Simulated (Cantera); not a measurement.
Premixed flame

A freely propagating, adiabatic, planar premixed flame of 49.2 % H₂, 10.7 % O₂, 40.2 % N₂, equivalence ratio 2.3, unburnt at 375 K and 180 Torr; mixture-averaged transport, grid criteria slope 0.08 and curve 0.16, no radiation.

Computed with Cantera and the H2/O2 subset of GRI-Mech 3.0, which has no nitrogen chemistry. Burning velocities carry a grid error of a few per cent, more on coarse grids.

| z (mm) | T (K) | u (m/s) | x H₂ | x O₂ | x O | x H₂O | x HO₂ | x H |
|---|---|---|---|---|---|---|---|---|
| -7.53 | 375 | 3.46 | 0.492 | 0.107 | <1e-8 | <1e-8 | <1e-8 | <1e-8 |
| -5.02 | 375 | 3.46 | 0.492 | 0.107 | <1e-8 | <1e-8 | <1e-8 | <1e-8 |
| -3.77 | 375 | 3.46 | 0.492 | 0.107 | <1e-8 | <1e-8 | <1e-8 | <1e-8 |
| -2.51 | 375 | 3.46 | 0.492 | 0.107 | <1e-8 | 1.24e-8 | 1.76e-8 | <1e-8 |
| -1.26 | 390 | 3.58 | 0.489 | 0.107 | 3.28e-6 | 0.000374 | 0.000111 | 5.30e-5 |
| -0.628 | 636 | 5.71 | 0.458 | 0.101 | 0.000142 | 0.0196 | 6.82e-5 | 0.00781 |
| 0 | 1031 | 8.99 | 0.360 | 0.0670 | 0.00208 | 0.0953 | 2.19e-5 | 0.0514 |
| 0.628 | 1282 | 11.1 | 0.268 | 0.0137 | 0.00201 | 0.197 | 4.21e-6 | 0.0913 |
| 1.26 | 1379 | 11.9 | 0.252 | 0.00157 | 0.000736 | 0.222 | 4.52e-7 | 0.0936 |
| 2.51 | 1471 | 12.7 | 0.258 | 0.000245 | 0.000531 | 0.226 | 6.65e-8 | 0.0828 |
| 5.02 | 1576 | 13.5 | 0.268 | 0.000174 | 0.000449 | 0.228 | 4.47e-8 | 0.0681 |
| 10.0 | 1681 | 14.2 | 0.278 | 0.000122 | 0.000327 | 0.230 | 3.10e-8 | 0.0527 |
| 20.1 | 1778 | 14.9 | 0.287 | 7.25e-5 | 0.000201 | 0.232 | 1.94e-8 | 0.0383 |
x: mole fraction of selected species; z is measured from the peak of heat release.

| Item | Result |
|---|---|
| laminar burning velocity | 346 cm/s |
| thermal thickness | 2.51 mm |
| peak x(O) | 0.00280 |
| peak x(HO₂) | 0.000153 |
| peak x(H) | 0.0948 |
| grid points | 140 |
